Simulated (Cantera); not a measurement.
An adiabatic, constant-volume homogeneous reactor starts with 4.54 % CH3OH, 20.0 % O2, 75.4 % N2, equivalence ratio 0.34, at 1500 K and 100000 Pa.

Cantera simulation using GRI-Mech 3.0 (53 species, 325 reactions); the numbers are that mechanism's predictions, not measurements. GRI-Mech 3.0 was tuned for natural gas; its chemistry of methanol as a main component is partial and can be far from experiment.

### Question
Predict: time of steepest temperature rise; temperature at 7.00 s; equilibrium temperature; x(O2) at 7.00 s; x(NO) at 7.00 s; x(OH) at 7.00 s; x(HO2) at 7.00 s.

### Answer
| Property | Result |
|---|---|
| time of steepest temperature rise | 0.299 ms |
| temperature at 7.00 s | 2385 K |
| equilibrium temperature | 2385 K |
| x(O2) at 7.00 s | 0.120 (gas-phase equilibrium 0.120) |
| x(NO) at 7.00 s | 0.0136 (gas-phase equilibrium 0.0136) |
| x(OH) at 7.00 s | 0.00702 (gas-phase equilibrium 0.00702) |
| x(HO2) at 7.00 s | 7.13e-6 (gas-phase equilibrium 7.13e-6) |
